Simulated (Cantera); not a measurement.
A jet of 1.77 % H₂, 11.0 % O₂, 87.2 % N₂, equivalence ratio 0.080 at 300 K and 0.110 bar hits a platinum plate 6.2 cm away at a mass flux of 0.05 kg/m²/s; the plate temperature is set and raised in steps from an oxygen-covered start.

Model: Deutschmann's 1995 Pt surface mechanism with GRI-Mech 3.0 gas chemistry, integrated in Cantera. Catalytic surfaces can have several steady states; this one follows from the mechanism file's or the stated starting coverage.

One state of this run: wall x H₂ = 0.000240; wall x O₂ = 0.0923; wall x H₂O = 0.0322; wall x OH = 5.46e-7; θ free Pt = 0.394; θ O* = 0.605; θ OH* = 0.00111. x: mole fraction at the wall; θ: surface coverage.

Task: Which value of plate T (K) does it belong to?
(A) 1050
(B) 800
(C) 900
(D) 850

Result: A, 1050
